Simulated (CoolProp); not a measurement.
Properties of hexamethyldisiloxane (MM) along the isotherm 480.5 K.

The numbers come from the reference Helmholtz-energy equation of state, Thol 2016 in CoolProp.

```tsv
p (MPa)	phase	cp (kJ/(kg K))	cv (kJ/(kg K))
0.0805	gas	1.977	1.921
0.161	gas	1.987	1.925
0.241	gas	1.998	1.929
0.322	gas	2.010	1.933
0.402	gas	2.024	1.937
0.483	gas	2.041	1.942
0.563	gas	2.060	1.948
0.644	gas	2.084	1.954
0.724	gas	2.112	1.961
0.805	gas	2.148	1.968
0.885	gas	2.196	1.977
0.966	gas	2.262	1.987
```
